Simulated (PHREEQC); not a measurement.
1 kg of water holding 0.24 mol/kgw Na2SO4, 0.18 mol/kgw NaHCO3, 0.18 mol/kgw Na2CO3, 0.0051 mol/kgw KCl and 0.13 mol/kgw NaCl is evaporated at 25 °C; the solids stay in contact with the brine. CO2 is held at log p = -3.4 (atm). Only these solids could form: Arcanite, Burkeite, Glaserite, Halite, Kalicinite, Mirabilite, Misenite, Nahcolite, Natron, Sylvite, Thenardite, Trona.

Computed with PHREEQC (Pitzer model, pitzer.dat).

Problem. Predict ionic strength at water left (kg) = 0.5561, 0.3761, 0.3093, 0.2544, 0.2093.

Solution. 
```json
[
 {"water left (kg)": "0.5561", "ionic strength": "2.92"},
 {"water left (kg)": "0.3761", "ionic strength": "4.34"},
 {"water left (kg)": "0.3093", "ionic strength": "5.28"},
 {"water left (kg)": "0.2544", "ionic strength": "6.43"},
 {"water left (kg)": "0.2093", "ionic strength": "7.82"}
]
```

Species that the database lacks are ignored.
